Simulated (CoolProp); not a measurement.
Vapour-liquid equilibrium of ethylbenzene (1) + n-nonane (2) at 171.05 °C; x and y are mole fractions of (1).

Values from CoolProp's multi-fluid Helmholtz-energy mixture model, Zhou 2012 and Lemmon 2006; pair parameters Bell 2016.

```csv
x,bubble pressure (bar),y at the bubble point,dew pressure at overall composition x (bar),liquid density (mol/L)
0.05,1.734,0.075,1.717,___
0.15,1.831,0.211,1.786,4.836
0.25,1.924,0.332,1.860,5.008
0.35,2.010,0.440,1.938,5.193
0.45,2.089,0.537,2.018,5.392
0.55,2.160,0.626,___,5.606
0.65,2.222,0.710,2.178,5.838
0.75,2.277,0.791,2.250,6.090
0.85,2.323,0.872,___,6.364
0.95,2.360,0.956,2.358,6.663
```

Complete the blanks.


- 0.05, liquid density (mol/L): 4.675
- 0.55, dew pressure at overall composition x (bar): 2.099
- 0.85, dew pressure at overall composition x (bar): 2.311

No azeotrope shows between x = 0.05 and 0.95.

Pair parameters are fitted to limited data, so mixtures are less certain than the pure fluids.
